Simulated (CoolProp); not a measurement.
Vapour-liquid equilibrium of n-hexane (1) + cyclohexane (2) at 352.8 K; x and y are mole fractions of (1).

Model: multi-fluid Helmholtz-energy mixture model, Thol 2019 and Zhou 2014; pair parameters Bell 2016, in CoolProp.

| x | bubble pressure (MPa) | y at the bubble point | dew pressure at overall composition x (MPa) | liquid density (mol/L) |
|---|---|---|---|---|
| 0.05 | 0.1010 | 0.075 | 0.09999 | 8.470 |
| 0.125 | 0.1050 | 0.178 | 0.1029 | 8.335 |
| 0.2 | 0.1088 | 0.271 | 0.1058 | 8.203 |
| 0.275 | 0.1123 | 0.357 | 0.1089 | 8.075 |
| 0.35 | 0.1157 | 0.437 | 0.1120 | 7.951 |
| 0.425 | 0.1190 | 0.512 | 0.1152 | 7.829 |
| 0.5 | 0.1222 | 0.583 | 0.1185 | 7.711 |
| 0.575 | 0.1252 | 0.652 | 0.1218 | 7.595 |
| 0.65 | 0.1281 | 0.717 | 0.1251 | 7.482 |
| 0.725 | 0.1310 | 0.781 | 0.1285 | 7.372 |
| 0.8 | 0.1338 | 0.842 | 0.1319 | 7.265 |
| 0.875 | 0.1366 | 0.903 | 0.1353 | 7.160 |
| 0.95 | 0.1393 | 0.962 | 0.1388 | 7.057 |

No azeotrope shows between x = 0.05 and 0.95.

Pair parameters are fitted to limited data, so mixtures are less certain than the pure fluids.
